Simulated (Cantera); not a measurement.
Adiabatic ignition

An adiabatic, constant-pressure homogeneous reactor starts with 15.0 % CH₄, 17.7 % O₂, 66.2 % N₂, 1.11 % CO₂, equivalence ratio 1.7, at 1150 K and 0.850 bar.

Detailed kinetics in Cantera: GRI-Mech 3.0 (53 species, 325 reactions).

```json
[
 {"t (s)": "1.00e-6", "T (K)": "1150", "x CH₄": "0.150", "x O₂": "0.177", "x H": "1.93e-12", "x NO": "<1e-12", "x C₂H": "<1e-12"},
 {"t (s)": "3.88e-6", "T (K)": "1150", "x CH₄": "0.150", "x O₂": "0.177", "x H": "3.11e-12", "x NO": "<1e-12", "x C₂H": "<1e-12"},
 {"t (s)": "1.51e-5", "T (K)": "1150", "x CH₄": "0.150", "x O₂": "0.177", "x H": "3.60e-12", "x NO": "<1e-12", "x C₂H": "<1e-12"},
 {"t (s)": "5.84e-5", "T (K)": "1150", "x CH₄": "0.150", "x O₂": "0.177", "x H": "5.32e-12", "x NO": "<1e-12", "x C₂H": "<1e-12"},
 {"t (s)": "0.000227", "T (K)": "1150", "x CH₄": "0.150", "x O₂": "0.177", "x H": "1.37e-11", "x NO": "<1e-12", "x C₂H": "<1e-12"},
 {"t (s)": "0.000879", "T (K)": "1150", "x CH₄": "0.150", "x O₂": "0.177", "x H": "7.78e-11", "x NO": "<1e-12", "x C₂H": "<1e-12"},
 {"t (s)": "0.00341", "T (K)": "1150", "x CH₄": "0.150", "x O₂": "0.177", "x H": "5.77e-10", "x NO": "<1e-12", "x C₂H": "<1e-12"},
 {"t (s)": "0.0132", "T (K)": "1150", "x CH₄": "0.150", "x O₂": "0.177", "x H": "1.13e-9", "x NO": "<1e-12", "x C₂H": "<1e-12"},
 {"t (s)": "0.0514", "T (K)": "1152", "x CH₄": "0.149", "x O₂": "0.176", "x H": "4.59e-9", "x NO": "<1e-12", "x C₂H": "<1e-12"},
 {"t (s)": "0.199", "T (K)": "2385", "x CH₄": "2.96e-12", "x O₂": "3.11e-5", "x H": "0.00520", "x NO": "0.000189", "x C₂H": "<1e-12"},
 {"t (s)": "0.773", "T (K)": "2385", "x CH₄": "2.96e-12", "x O₂": "3.11e-5", "x H": "0.00520", "x NO": "0.000196", "x C₂H": "<1e-12"},
 {"t (s)": "3.00", "T (K)": "2385", "x CH₄": "2.96e-12", "x O₂": "3.11e-5", "x H": "0.00520", "x NO": "0.000196", "x C₂H": "<1e-12"}
]
```
x: mole fraction; the columns are a selection and need not sum to one.

```yaml
time_of_steepest_temperature_rise: 0.150 s
temperature at 3.00 s: 2385 K
equilibrium_temperature: 2385 K
x(CH₄) at 3.00 s: 2.96e-12 (gas-phase equilibrium 3.35e-12)
x(O₂) at 3.00 s: 3.11e-5 (gas-phase equilibrium 3.11e-5)
x(H) at 3.00 s: 0.00520 (gas-phase equilibrium 0.00520)
```
